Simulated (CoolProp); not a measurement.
Vapour-liquid equilibrium of R143a (1) + fluoroethane (R161) (2) at 256.1 K; x and y are mole fractions of (1).

Computed with CoolProp (multi-fluid Helmholtz-energy mixture model, Lemmon and Jacobsen 2000 and Wu 2012; pair parameters Bell 2016).

```tsv
x	bubble pressure, mixture model (MPa)	bubble pressure, Raoult's law (MPa)	y, mixture model	y, Raoult's law
0.05	0.2454	0.2444	0.074	0.072
0.125	0.2550	0.2528	0.176	0.174
0.2	0.2642	0.2612	0.269	0.269
0.275	0.2731	0.2696	0.355	0.358
0.35	0.2818	0.2780	0.436	0.442
0.425	0.2902	0.2864	0.513	0.521
0.5	0.2985	0.2948	0.585	0.595
0.575	0.3066	0.3033	0.654	0.665
0.65	0.3146	0.3117	0.720	0.732
0.725	0.3225	0.3201	0.784	0.795
0.8	0.3303	0.3285	0.845	0.855
0.875	0.3381	0.3369	0.905	0.911
0.95	0.3458	0.3453	0.962	0.965
```

The largest gap from Raoult's law is +1.4 % in bubble pressure, at x = 0.35. No azeotrope shows between x = 0.05 and 0.95.

The pair parameters rest on a limited set of measurements; away from them the model extrapolates.
